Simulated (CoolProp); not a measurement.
n-perfluorobutane at 293.15 K and 0.0386 MPa is throttled through a valve to 0.0243 MPa with no heat exchange. Each further row changes one setting.

Computed with CoolProp (reference Helmholtz-energy equation of state, Gao 2022).

| case | temperature change (K) | final density (kg/m³) |
|---|---|---|
| as stated | -0.2 | ? |
| outlet pressure 0.00729 MPa | ? | 0.715 |
| outlet pressure 0.0316 MPa | ? | ? |

### Question
Some entries are withheld; supply them.

### Answer

- as stated, final density (kg/m³): 2.40
- outlet pressure 0.00729 MPa, temperature change (K): -0.4
- outlet pressure 0.0316 MPa, temperature change (K): -0.1
- outlet pressure 0.0316 MPa, final density (kg/m³): 3.12
